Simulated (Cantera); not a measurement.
**Ammonia decomposition in nitride growth gas**

A perfectly stirred reactor is fed with NH3 : N2 = 1 : 0.19 (molar parts), at 0.940 bar; it is held at 1525 K, and followed from long to short residence time.

Computed with Cantera and the gas-phase N/H chemistry of the illustrative SiF4/NH3 mechanism in the Surface Chemkin manual (1991). Walls and surfaces, which speed up NH3 decomposition in real reactors, are not modelled.

```json
[
 {"τ (s)": "2.0", "x NH3": "0.761", "x NH": "1.04e-7", "x H": "1.78e-6", "x NH2": "4.73e-5", "x H2": "0.0645", "x N2H4": "1.63e-7"},
 {"τ (s)": "0.43", "x NH3": "0.821", "x NH": "9.50e-8", "x H": "4.43e-7", "x NH2": "5.12e-5", "x H2": "0.0158", "x N2H4": "1.91e-7"},
 {"τ (s)": "0.090", "x NH3": "0.836", "x NH": "8.32e-8", "x H": "9.77e-8", "x NH2": "5.20e-5", "x H2": "0.00336", "x N2H4": "1.97e-7"},
 {"τ (s)": "0.019", "x NH3": "0.839", "x NH": "7.34e-8", "x H": "2.21e-8", "x NH2": "4.98e-5", "x H2": "0.000664", "x N2H4": "1.81e-7"},
 {"τ (s)": "0.0040", "x NH3": "0.840", "x NH": "4.84e-8", "x H": "5.52e-9", "x NH2": "3.90e-5", "x H2": "0.000100", "x N2H4": "1.11e-7"},
 {"τ (s)": "0.00085", "x NH3": "0.840", "x NH": "8.57e-9", "x H": "1.96e-9", "x NH2": "1.48e-5", "x H2": "9.67e-6", "x N2H4": "1.59e-8"},
 {"τ (s)": "0.00018", "x NH3": "0.840", "x NH": "4.31e-10", "x H": "1.63e-9", "x NH2": "3.25e-6", "x H2": "1.65e-6", "x N2H4": "7.48e-10"}
]
```
x: mole fraction; the columns are a selection and need not sum to one.
